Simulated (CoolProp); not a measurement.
n-pentane at 298.15 K and 0.0138 MPa flows at 0.26 m/s in a round tube of 1 mm bore and 45 µm roughness, fully developed (64/Re and Nu = 3.66 if laminar; Colebrook and Gnielinski if turbulent). Each further row changes one setting.

The numbers come from the reference Helmholtz-energy equation of state, Thol 2019 in CoolProp.

```csv
case,Reynolds number,Darcy friction factor,pressure drop (Pa/m),heat-transfer coefficient (W/(m² K)),mass flow (kg/h)
as stated,[?],4.12,[?],52.8,[?]
velocity 0.52 m/s,31.1,2.06,113,52.8,0.000594
diameter 2 mm,31.1,2.06,14.1,[?],[?]
```

Q: What belongs in the gaps?

A: 
- as stated, Reynolds number: 15.5
- as stated, pressure drop (Pa/m): 56.3
- as stated, mass flow (kg/h): 0.000297
- diameter 2 mm, heat-transfer coefficient (W/(m² K)): 26.4
- diameter 2 mm, mass flow (kg/h): 0.00119

Viscosity comes from a separate model (Quiñones-Cisneros 2006), older than the equation that it now runs on, and unchecked against measurements. Thermal conductivity comes from a separate model (Vassiliou 2015).
